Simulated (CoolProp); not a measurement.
Hydrogen sulfide at 293.15 K and 1.16 MPa is throttled through a valve to 0.798 MPa with no heat exchange. Each further row changes one setting.

Model: reference Helmholtz-energy equation of state, Lemmon 2006, in CoolProp. It is a short technical equation, of lower accuracy than the large ones.

```csv
case,temperature change (K),final density (kg/m³)
as stated,-6.8,12.3
outlet pressure 0.239 MPa,-18.0,3.65
outlet pressure 1.04 MPa,-2.2,16.1
```
